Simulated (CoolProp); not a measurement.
Properties of R115 at several states (Tc = 353.1 K, pc = 31.29 bar, ω = 0.248).

Computed with CoolProp (reference Helmholtz-energy equation of state, Lemmon 2016).

```csv
T (K),p (bar),phase,density (kg/m³),cp (kJ/(kg K)),cv (kJ/(kg K)),Joule-Thomson coefficient (K/MPa),isothermal compressibility (1/MPa)
461.4,0.532,gas,2.147,…,0.8399,4.326,18.84
323.1,2.6,gas,15.53,…,0.6974,11.12,…
244.2,0.112,gas,0.8553,…,…,22.53,89.63
```

Task: What belongs in the gaps?

Result: 
- 461.4, cp (kJ/(kg K)): 0.8944
- 323.1, cp (kJ/(kg K)): 0.7612
- 323.1, isothermal compressibility (1/MPa): 4.001
- 244.2, cp (kJ/(kg K)): 0.6388
- 244.2, cv (kJ/(kg K)): 0.5840
